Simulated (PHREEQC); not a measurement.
Consider water at 50 °C with 0.028 mol/kgw Ni(NO3)2 and 0.072 mol/kgw NiCl2. Closed to the air; pH follows from the charge balance.

Equilibrium calculation in PHREEQC: ion-association model, wateq4f.dat.

Precipitation was switched off in this run.

Problem. Predict the pH, ionic strength.

Solution. pH 5.37; ionic strength 0.279 mol/kgw.

Problem. In which forms is Ni present?

Solution. Ni+2 91 %, NiCl+ 7.7 %, NiCl2 1.7 % of the Ni.

Species that the database lacks are ignored. Constants without temperature data keep their 25 °C values here.
